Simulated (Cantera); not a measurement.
Feed: 1 mol acetone, 1.5 mol H₂, 8.2 mol N₂, equilibrated at 0.00690 bar.

Method: chemical equilibrium by Gibbs-energy minimisation in Cantera with the NASA 1993 tables (ideal gas, pure condensed phases). Candidate condensed phases: C, C₆H₆, C₇H₈, C₈H₁₈, H₂O; 136 gas species. The feed counts by its element totals alone. Equilibrium is a limit: real reactors are often held back by kinetics, nucleation or transport.

Task: At 2352 °C, list the 4 most abundant gas species with their mole fractions, and the condensed phases.

Result: N₂ 0.517, H 0.210, H₂ 0.169, CO 0.0652. Condensed: C(graphite).
